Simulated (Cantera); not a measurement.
What does this Cantera script print?

```python
import numpy as np
import cantera as ct

gas = ct.Solution("gri30.yaml")
gas.TPX = 1375, 110000, {'N2O': 1, 'H2O': 0.03}
reactor = ct.IdealGasConstPressureReactor(gas, energy="off", clone=False)
net = ct.ReactorNet([reactor])
net.rtol, net.atol = 1e-08, 1e-18
show = ['N2O', 'H2O', 'NO', 'NO2', 'O', 'N2']
times = np.geomspace(2e-06, 20, 11)

steps = ct.SolutionArray(gas, extra=["t"])
rows = []
print(f"{'t/s':>10s}{'T/K':>9s}{'P/Pa':>11s}" + "".join(f"{s:>11s}" for s in show))
for t in times:
    while net.time < t:
        t_next = net.step()
        steps.append(gas.state, t=t_next)
    rows.append([np.interp(t, steps.t, y) for y in (steps.T, steps.P, *steps(*show).X.T)])
    print(f"{t:10.3e}{rows[-1][0]:9.1f}{rows[-1][1]:11.4g}" + "".join(f"{x:11.3e}" for x in rows[-1][2:]))
rate = np.gradient(steps.T, steps.t)
print("integrator steps:", len(steps.t))
if steps.T.max() > steps.T[0] + 200:
    print(f"time of steepest temperature rise: {steps.t[rate.argmax()]:.4e} s")
gas.TPX = 1375, 110000, {'N2O': 1, 'H2O': 0.03}
gas.equilibrate("TP")
print(f"equilibrium (TP): T = {gas.T:.1f} K  " + "  ".join(f"{s} {gas[s].X[0]:.3e}" for s in show))
```

It prints:

```
       t/s      T/K       P/Pa        N2O        H2O         NO        NO2          O         N2
 2.000e-06   1375.0    1.1e+05  9.708e-01  2.913e-02  1.172e-06  2.580e-12  9.339e-06  1.525e-05
 1.002e-05   1375.0    1.1e+05  9.707e-01  2.912e-02  1.570e-05  5.589e-10  1.890e-05  9.828e-05
 5.024e-05   1375.0    1.1e+05  9.700e-01  2.910e-02  1.047e-04  1.438e-07  1.956e-05  5.550e-04
 2.518e-04   1375.0    1.1e+05  9.662e-01  2.905e-02  5.286e-04  1.869e-05  1.936e-05  2.892e-03
 1.262e-03   1375.0    1.1e+05  9.473e-01  2.886e-02  2.474e-03  2.251e-04  1.891e-05  1.457e-02
 6.325e-03   1375.0    1.1e+05  8.611e-01  2.801e-02  1.144e-02  7.062e-04  1.753e-05  6.807e-02
 3.170e-02   1375.0    1.1e+05  5.635e-01  2.510e-02  4.162e-02  9.399e-04  1.493e-05  2.533e-01
 1.589e-01   1375.0    1.1e+05  1.249e-01  2.081e-02  7.740e-02  8.947e-04  7.238e-06  5.306e-01
 7.962e-01   1375.0    1.1e+05  1.246e-03  1.962e-02  7.999e-02  7.935e-04  4.425e-07  6.126e-01
 3.991e+00   1375.0    1.1e+05  1.755e-06  1.961e-02  7.987e-02  7.917e-04  3.271e-07  6.135e-01
 2.000e+01   1375.0    1.1e+05  1.740e-06  1.961e-02  7.951e-02  7.884e-04  3.272e-07  6.137e-01
integrator steps: 1716
equilibrium (TP): T = 1375.0 K  N2O 4.388e-08  H2O 1.960e-02  NO 7.167e-04  NO2 7.587e-06  O 3.490e-07  N2 6.532e-01
```

Model: GRI-Mech 3.0 (53 species, 325 reactions), integrated in Cantera. GRI-Mech 3.0 was tuned for natural gas; its chemistry of N2O as a main component is partial and can be far from experiment. The mechanism lacks the step 2 NO + O2 → 2 NO2, which can matter for NO2 below about 1400 K. The temperature is held fixed by assumption; the heat of reaction is taken as removed at once.
